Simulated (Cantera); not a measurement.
A Cantera script and what it prints.

```python
import numpy as np
import cantera as ct

gas_names = [...]  # 91 gases of nasa_gas.yaml made of C, Cl, H
cond_names = """
    C(gr) C6H6(L) C7H8(L) C8H18(L),n-octa
""".split()


# ... load() reads the species with a 1 bar reference pressure and builds the phases ...
atoms = {
    'CCl4': {'C': 1, 'CL': 4},
    'HCl': {'H': 1, 'CL': 1},
    'H2': {'H': 2},
}
top_T = {'C(gr)': 4500}  # K; cautious upper limits of use, not melting points


# ... equilibrate(T, P, feed) seeds the gas with the atoms and calls Mixture.equilibrate('TP', solver="vcs", rtol=1e-11, max_steps=5000) ...
results = []
feed = {'CCl4': 1, 'HCl': 0.54, 'H2': 4.2}  # mol
P = 130  # Pa
for T in [2848, 2948, 3048, 3148, 3248, 3348, 3448, 3548]:
    mix = equilibrate(T, P, feed)
    results.append((T, P, feed, dict(zip(mix.species_names, mix.species_moles))))

top = {s: max(r[3][s] / sum(r[3][g] for g in gas_names) for r in results) for s in gas_names}
cols = sorted((s for s in top if top[s] > 1e-05), key=lambda s: -top[s])[:7]
seen = [c for c in cond_names if any(r[3].get(c, 0) > 1e-12 for r in results)]
print("log10 of partial pressures in bar; condensed amounts in mol")
print(f"{'T/K':>10s}" + "".join(f"{s[:9]:>10s}" for s in cols + seen))
for T, P, feed, n in results:
    ng = sum(n[g] for g in gas_names)
    print(f"{T:10.4g}" + "".join(f"{np.log10(max(n[s] / ng * P / 1e5, 1e-99)):10.3f}" for s in cols)
          + "".join(f"{n.get(c, 0):10.4g}" for c in seen))
```

It prints:

```
log10 of partial pressures in bar; condensed amounts in mol
       T/K         H        CL         C        H2       HCL        C3        C2
      2848    -3.132    -3.383    -5.069    -4.233    -4.323    -4.586    -5.480
      2948    -3.109    -3.379    -4.811    -4.474    -4.579    -4.643    -5.343
      3048    -3.098    -3.379    -4.584    -4.720    -4.832    -4.738    -5.244
      3148    -3.095    -3.381    -4.392    -4.962    -5.078    -4.893    -5.194
      3248    -3.094    -3.384    -4.245    -5.197    -5.314    -5.135    -5.212
      3348    -3.095    -3.387    -4.148    -5.420    -5.537    -5.488    -5.312
      3448    -3.096    -3.388    -4.096    -5.630    -5.745    -5.937    -5.484
      3548    -3.096    -3.389    -4.071    -5.828    -5.942    -6.436    -5.696
```

These are equilibrium values from Cantera (NASA tables, ideal gas, pure condensed phases), not measurements of a reactor.
